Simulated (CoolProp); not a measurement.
A closed Brayton cycle with carbon dioxide: compressor inlet 323.15 K and 7.6 MPa, high pressure 14.6 MPa, turbine inlet 730 K, compressor efficiency 0.85, turbine efficiency 0.85, recuperator effectiveness 0.8 (on enthalpy, no pinch check). Each further row changes one setting.

Computed with CoolProp (reference Helmholtz-energy equation of state, Span 1996).

```csv
case,thermal efficiency (%),net work (kJ/kg),compressor to turbine work,compressor exit (K),turbine exit (K)
as stated,[?],39.9,0.45,378.7,660.7
turbine inlet 680 K,[?],34.2,0.49,378.7,613.3
compressor inlet 333.15 K,20.0,36.1,0.50,391.7,660.7
high pressure 12.4 MPa,18.3,[?],[?],364.4,677.8
recuperator effectiveness 0.5,13.9,39.9,0.45,378.7,660.7
```

Q: Some entries are withheld; supply them.

A: 
- as stated, thermal efficiency (%): 20.9
- turbine inlet 680 K, thermal efficiency (%): 19.6
- high pressure 12.4 MPa, net work (kJ/kg): 31.4
- high pressure 12.4 MPa, compressor to turbine work: 0.43
